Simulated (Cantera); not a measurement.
A Cantera script and its output.

```python
import numpy as np
import cantera as ct

gas = ct.Solution("gri30.yaml")


def delay(T, t_max=10):
    gas.TPX = T, 500000, {'CH4': 1, 'O2': 4.17, 'N2': 15.7}
    reactor = ct.IdealGasConstPressureReactor(gas, clone=False)
    net = ct.ReactorNet([reactor])
    net.rtol, net.atol = 1e-8, 1e-16
    while net.time < t_max:
        t_old, T_old = net.time, reactor.T
        net.step()
        if reactor.T > T + 400:  # ignition: a rise of 400 K
            return t_old + (T + 400 - T_old) / (reactor.T - T_old) * (net.time - t_old)
    return np.nan


taus = []
for T in [1050, 1100, 1150, 1200, 1250, 1300, 1350, 1400, 1450]:
    taus.append(delay(T))
    print(f"T0 = {T:6g} K   tau = {taus[-1]:.4e} s")
```

Result:

```
T0 =   1050 K   tau = 6.0011e-02 s
T0 =   1100 K   tau = 2.7881e-02 s
T0 =   1150 K   tau = 1.3715e-02 s
T0 =   1200 K   tau = 7.0437e-03 s
T0 =   1250 K   tau = 3.7500e-03 s
T0 =   1300 K   tau = 2.0628e-03 s
T0 =   1350 K   tau = 1.1706e-03 s
T0 =   1400 K   tau = 6.8467e-04 s
T0 =   1450 K   tau = 4.1260e-04 s
```

Computed with Cantera and GRI-Mech 3.0 (53 species, 325 reactions).
